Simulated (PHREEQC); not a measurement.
Consider water at 25 °C with 0.0117 mol/kgw CaSO4 and 0.0074 mol/kgw Na2HPO4. Closed to the air; pH follows from the charge balance.

All values are PHREEQC results (ion-association model, wateq4f.dat), not measurements.

Precipitation was switched off in this run.

Task: Estimate the pH, ionic strength.

Result: pH 7.83; ionic strength 0.0450 mol/kgw.

Task: In which forms is S present?

Result: SO4-2 76 %, CaSO4 21 %, NaSO4- 2.6 % of the S.

The solution is supersaturated, for example in Hydroxyapatite, so a real one may precipitate; this is no full list. Complexes and solids missing from the database can't appear. H3PO4, which wateq4f.dat lacks, is added to it with the constant of phreeqc.dat.
